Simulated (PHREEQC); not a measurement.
0.02 g of hydrous ferric oxide (600 m²/g; 0.2 weak and 0.005 strong sites per Fe, Dzombak-Morel constants, diffuse double layer) in 1 kg of water with 0.005 mol/kgw of an inert sodium salt and 0.046 mmol/kgw Na2SO4, at 25 °C; the pH is set by adding NaOH or the inert anion's acid. Oxygen is held at 0.21 atm. CO2 from the air is kept out. Nothing may precipitate in this run.

Base run: PHREEQC, ion-association model, wateq4f.dat. Each further column changes one thing. The table gives S sorbed (%).

```csv
pH,base,background salt from 0.005 to 0.0005 mol/kgw,oxide from 0.02 to 0.1 g/kgw,0.00016 mol/kgw ZnSO4 added
3,42.8,46.1,99.9,10.1
3.5,42.6,46.1,99.9,10.1
4.5,36.5,39.8,98.5,9.4
5,29.8,32.8,93.4,8.2
5.5,21.5,24.1,78.2,6.5
6.5,5.9,7.3,26.2,3.1
7,1.6,2.1,7.5,2.6
7.5,0.2,0.3,1.1,2.2
8.5,0.0,0.0,0.0,0.4
9,0.0,0.0,0.0,0.1
```

The oxide is taken as insoluble; below pH 4 it would dissolve. In at least one series the solution becomes supersaturated in solids that the run did not let form, among them Zn(OH)2-e, Zn4(OH)6SO4.
